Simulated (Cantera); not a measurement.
Charge: 1 mol Fe(CO)5, 0.13 mol O2, 0.49 mol H2, at 1.00 bar.

Method: chemical equilibrium by Gibbs-energy minimisation in Cantera with the NASA 1993 tables (ideal gas, pure condensed phases). Candidate condensed phases: C, C6H6, C7H8, C8H18, Fe, Fe(CO)5, FeO, Fe(OH)2, Fe(OH)3, Fe2O3, Fe3O4, H2O; 114 gas species. The tables' stoichiometric FeO is somewhat more stable than real wüstite, so its field is too wide. FeO: taken at fixed stoichiometry. Condensed phases not in the tables: cementite and carbon dissolved in iron. The numbers say what is thermodynamically allowed, not how fast it happens.

log p: log10 of the partial pressure in bar; n: condensed amount in mol.

```
T (K)  log p CO  log p CO2  log p H2  log p H2O  log p CH4  log p H  log p Fe  n C(graphite)  n FeO(s)  n Fe(α)  n Fe(γ)
-----  --------  ---------  --------  ---------  ---------  -------  --------  -------------  --------  -------  -------
998       -0.20      -0.62     -0.99      -1.58          ?    -9.16      <-12           1.73      1.00        0        0
1048      -0.11      -0.88     -1.07      -1.91          ?    -8.65      <-12          0.462         0     1.00        0
1098      -0.07      -1.19     -1.07      -2.18          ?    -8.14    -11.93          0.122         0     1.00        0
1148      -0.06      -1.37     -1.07      -2.31          ?    -7.68    -11.10              0         0     1.00        0
1198      -0.06      -1.38     -1.08      -2.26          ?    -7.26    -10.33              0         0        0     1.00
1248      -0.06      -1.38     -1.08      -2.21          ?    -6.87     -9.63              0         0        0     1.00
1298      -0.06      -1.39     -1.08      -2.17          ?    -6.51     -8.99              0         0        0     1.00
1348      -0.06      -1.40     -1.09      -2.13          ?    -6.18     -8.39              0         0        0     1.00
1398      -0.06      -1.40     -1.09      -2.10          ?    -5.87     -7.84              0         0        0     1.00
1448      -0.06      -1.41     -1.09      -2.07          ?    -5.58     -7.32              0         0        0     1.00
1498      -0.06      -1.42     -1.10      -2.04          ?    -5.31     -6.84              0         0        0    1.000
1548      -0.06      -1.42     -1.10      -2.02          ?    -5.06     -6.39              0         0        0    1.000
1598      -0.06      -1.43     -1.10      -2.00          ?    -4.82     -5.98              0         0        0    1.000
1648      -0.06      -1.43     -1.10      -1.97          ?    -4.60     -5.58              0         0        0    1.000
```

Problem. Some entries are withheld; supply them.

Solution. 
- 998, log p CH4: -2.99
- 1048, log p CH4: -3.38
- 1098, log p CH4: -3.59
- 1148, log p CH4: -3.92
- 1198, log p CH4: -4.41
- 1248, log p CH4: -4.86
- 1298, log p CH4: -5.27
- 1348, log p CH4: -5.66
- 1398, log p CH4: -6.01
- 1448, log p CH4: -6.34
- 1498, log p CH4: -6.65
- 1548, log p CH4: -6.94
- 1598, log p CH4: -7.20
- 1648, log p CH4: -7.46
